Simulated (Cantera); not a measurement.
Charge: 1 mol Si, 0.024 mol Cl₂, 2.2 mol O₂, at 652 °C and 0.0133 bar.

Equilibrium computed with Cantera from the NASA thermochemical tables; the gas is ideal and each condensed phase is pure. Candidate condensed phases: Si, SiO₂; 15 gas species. Rates play no part.

Base state: O₂ 0.980, Cl₂ 0.0195, Cl 0.000140 (mole fractions); condensed: SiO₂(β-quartz).

Question: What changes in the equilibrium state with this change: O₂ from 2.2 to 0.21 mol?

Answer: 
```json
[
 {"species": "SiCl₄", "before": "<1e-9", "after": "0.993"},
 {"species": "SiCl₃", "before": "<1e-9", "after": "0.00603"},
 {"species": "SiCl₂", "before": "<1e-9", "after": "0.00145"},
 {"species": "O₂", "before": "0.980", "after": "<1e-9"},
 {"species": "Cl₂", "before": "0.0195", "after": "<1e-9"},
 {"species": "Cl", "before": "0.000140", "after": "<1e-9"},
 {"species": "SiO₂(β-quartz), mol", "before": "1.00", "after": "0.210"},
 {"species": "Si(s), mol", "before": "0", "after": "0.778"}
]
```
The tables' values for SiCl₃ are old estimates; treat these amounts as uncertain.

Question: What changes in the equilibrium state with this change: 2 mol H₂ added?

Answer: 
```csv
species,before,after
H₂O,0,0.884
O₂,0.980,0.0948
HCl,0,0.0214
Cl₂,0.0195,1.11e-5
Cl,0.000140,3.34e-6
"SiO₂(β-quartz), mol",1.00,1.00
```
Further candidate phases: H₂O.
